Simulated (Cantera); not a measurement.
Input: 1 mol Si3N4, 9.5 mol H2O, 19 mol N2, at 47.0 mbar.

Method: chemical equilibrium by Gibbs-energy minimisation in Cantera with the NASA 1993 tables (ideal gas, pure condensed phases). Candidate condensed phases: H2O, Si, SiO2, Si2N2O, Si3N4; 35 gas species. The tables hold silica as quartz up to 1696 K and as liquid above; real silica turns to tridymite and cristobalite and melts near 1996 K. Rates play no part.

Question: Which condensed phases are stable at each of these points (T (K)): 775, 850, 925, 1000, 1075, 1150, 1225, 1300, 1375, 1450, 1525, 1600?

Answer: 
| T (K) | condensed phases | Si condensed (%) |
|---|---|---|
| 775 | SiO2(α-quartz) | 100.0 |
| 850 | SiO2(β-quartz) | 100.0 |
| 925 | SiO2(β-quartz) | 100.0 |
| 1000 | SiO2(β-quartz) | 100.0 |
| 1075 | SiO2(β-quartz) | 100.0 |
| 1150 | SiO2(β-quartz) | 100.0 |
| 1225 | SiO2(β-quartz) | 100.0 |
| 1300 | SiO2(β-quartz) | 100.0 |
| 1375 | SiO2(β-quartz) | 100.0 |
| 1450 | SiO2(β-quartz) | 100.0 |
| 1525 | SiO2(β-quartz) | 100.0 |
| 1600 | SiO2(β-quartz) | 100.0 |

At 775 K the condensed part is SiO2(α-quartz). From 850 K to 1600 K the condensed part is SiO2(β-quartz).
